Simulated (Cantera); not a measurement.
Cantera run, input and output.

```python
import numpy as np
import cantera as ct

surf = ct.Interface("ptcombust.yaml", "Pt_surf")
gas = surf.adjacent["gas"]
gas.TPX = 450, 500000, {'H2': 0.035, 'O2': 0.013, 'N2': 0.79, 'H2O': 0.035}
surf.TP = 450, 500000
reactor = ct.FlowReactor(gas, clone=False)
reactor.area = 0.0001  # m2
reactor.surface_area_to_volume_ratio = 190  # 1/m
reactor.mass_flow_rate = 0.055 * reactor.area * gas.density  # inlet velocity 0.055 m/s
reactor.energy_enabled = False
wall = ct.ReactorSurface(surf, reactor, clone=False)
net = ct.ReactorNet([reactor])
net.rtol, net.atol = 1e-8, 1e-16
show, cover = ['H2', 'O2', 'H2O'], ['PT(S)', 'H(S)', 'O(S)', 'OH(S)', 'CO(S)', 'C(S)']

rows = []
print(f"{'z/m':>9s}{'u/(m/s)':>9s}" + "".join(f"{s:>13s}" for s in show + cover))
for z in [0.0004, 0.00066, 0.0011, 0.0018, 0.0031, 0.0051, 0.0086, 0.014, 0.024, 0.04]:
    net.advance(z)
    rows.append([reactor.speed, *gas[show].X, *surf[cover].coverages])
    print(f"{z:9.4g}{rows[-1][0]:9.3g}" + "".join(f"{x:13.4e}" for x in rows[-1][1:]))
```

It prints:

```
      z/m  u/(m/s)           H2           O2          H2O        PT(S)         H(S)         O(S)        OH(S)        CO(S)         C(S)
   0.0004   0.0549   3.6344e-02   1.3008e-02   4.3992e-02   1.0635e-01   8.7858e-01   3.3395e-08   1.6216e-07   2.2921e-19   8.0112e-20
  0.00066   0.0548   3.3920e-02   1.1789e-02   4.6516e-02   1.1119e-01   8.7216e-01   3.3328e-08   1.6192e-07   3.6008e-19   5.9281e-20
   0.0011   0.0547   2.9879e-02   9.7580e-03   5.0722e-02   1.2040e-01   8.5995e-01   3.2805e-08   1.5957e-07   6.5796e-19   6.6947e-20
   0.0018   0.0545   2.3800e-02   6.7027e-03   5.7049e-02   1.3788e-01   8.3684e-01   3.0366e-08   1.4817e-07   1.3358e-18   7.2755e-20
   0.0031   0.0543   1.5165e-02   2.3624e-03   6.6038e-02   1.7544e-01   7.8738e-01   1.8416e-08   9.1519e-08   9.9053e-17  -4.3810e-20
   0.0051   0.0542   1.0862e-02   1.9942e-04   7.0517e-02   2.0476e-01   7.4893e-01   2.2263e-09   1.4416e-08   3.5319e-15   7.9538e-17
   0.0086   0.0542   1.0468e-02   1.4318e-06   7.0927e-02   2.0804e-01   7.4465e-01   1.6594e-11   3.8810e-09   2.4509e-15  -6.5951e-17
    0.014   0.0542   1.0465e-02   6.7053e-10   7.0930e-02   2.0806e-01   7.4462e-01   7.8024e-15   3.8019e-09   2.4511e-15  -3.2996e-16
    0.024   0.0542   1.0465e-02   3.9671e-16   7.0930e-02   2.0806e-01   7.4462e-01   2.8684e-17   3.8019e-09   2.4511e-15   4.1045e-17
     0.04   0.0542   1.0465e-02  -4.1911e-20   7.0930e-02   2.0806e-01   7.4462e-01   2.8679e-17   3.8019e-09   2.4511e-15   4.1070e-17
```

Model: Deutschmann's 1995 Pt surface mechanism with GRI-Mech 3.0 gas chemistry, integrated in Cantera. Catalytic surfaces can have several steady states; this one follows from the mechanism file's or the stated starting coverage. Mass transfer to the wall is taken as infinitely fast.
